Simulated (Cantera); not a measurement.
Feed: 1 mol SiC, 0.0035 mol Si, 0.2 mol N2, equilibrated at 0.0540 Torr.

These are equilibrium values from Cantera (NASA tables, ideal gas, pure condensed phases), not measurements of a reactor. Candidate condensed phases: C, Si, SiC, Si3N4; 20 gas species. The tables' values for SiN are old estimates; treat these amounts as uncertain. Kinetics and transport are ignored.

Q: At 2575 °C, list the 7 most abundant gas species with their mole fractions, and the condensed phases.

A: Si 0.559, N2 0.116, C3 0.106, SiC2 0.0911, C 0.0787, CN 0.0268, C2 0.0203. Condensed: gas only.
